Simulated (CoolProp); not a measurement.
Computed with CoolProp (reference Helmholtz-energy equation of state, Akasaka 2024).

### Question
For R1132(E), give the phase and the density (kg/m³), isothermal compressibility (1/MPa) at 325.7 K and 2.3 MPa; 348 K and 2.3 MPa; 377.7 K and 2.3 MPa.

### Answer
- 325.7 K and 2.3 MPa: gas; density 71.3, isothermal compressibility 0.609
- 348 K and 2.3 MPa: gas; density 61.8, isothermal compressibility 0.543
- 377.7 K and 2.3 MPa: gas; density 53.7, isothermal compressibility 0.503
